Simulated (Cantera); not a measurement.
# Adiabatic ignition

An adiabatic, constant-volume homogeneous reactor starts with H2 : O2 : N2 : H2O = 1 : 0.5 : 1.88 : 0.088 (molar parts), equivalence ratio 1.0, at 1473 K and 65000 Pa.

Model: the H2/O2 subset of GRI-Mech 3.0, which has no nitrogen chemistry, integrated in Cantera.

```csv
t (s),T (K),P (bar),x H2,x O2,x H2O,x H2O2,x HO2,x O,x H
2.00e-6,1473,0.650,0.288,0.144,0.0254,1.99e-9,2.51e-7,5.01e-8,3.85e-7
4.11e-6,1473,0.650,0.288,0.144,0.0254,7.99e-9,5.43e-7,2.60e-7,1.85e-6
8.46e-6,1473,0.650,0.288,0.144,0.0254,3.69e-8,1.85e-6,4.37e-6,3.04e-5
1.74e-5,1484,0.655,0.274,0.138,0.0352,5.98e-7,3.36e-5,0.00118,0.00813
3.58e-5,2072,0.885,0.0664,0.0339,0.201,5.28e-7,1.20e-5,0.0260,0.0835
7.37e-5,2592,1.07,0.0641,0.0254,0.230,2.92e-7,7.49e-6,0.0173,0.0456
0.000152,2889,1.17,0.0573,0.0204,0.252,5.41e-7,9.86e-6,0.0116,0.0283
0.000312,2918,1.18,0.0564,0.0199,0.255,5.95e-7,1.03e-5,0.0111,0.0269
0.000641,2918,1.18,0.0564,0.0199,0.255,5.95e-7,1.03e-5,0.0111,0.0269
0.00132,2918,1.18,0.0564,0.0199,0.255,5.95e-7,1.03e-5,0.0111,0.0269
0.00271,2918,1.18,0.0564,0.0199,0.255,5.95e-7,1.03e-5,0.0111,0.0269
0.00558,2918,1.18,0.0564,0.0199,0.255,5.95e-7,1.03e-5,0.0111,0.0269
0.0115,2918,1.18,0.0564,0.0199,0.255,5.95e-7,1.03e-5,0.0111,0.0269
0.0236,2918,1.18,0.0564,0.0199,0.255,5.95e-7,1.03e-5,0.0111,0.0269
0.0486,2918,1.18,0.0564,0.0199,0.255,5.95e-7,1.03e-5,0.0111,0.0269
0.100,2918,1.18,0.0564,0.0199,0.255,5.95e-7,1.03e-5,0.0111,0.0269
```
x: mole fraction; the columns are a selection and need not sum to one.

```yaml
time_of_steepest_temperature_rise: 22.3 µs
temperature at 0.100 s: 2918 K
equilibrium_temperature: 2918 K
x(H2) at 0.100 s: 0.0564 (gas-phase equilibrium 0.0564)
x(O2) at 0.100 s: 0.0199 (gas-phase equilibrium 0.0199)
x(H2O) at 0.100 s: 0.255 (gas-phase equilibrium 0.255)
```
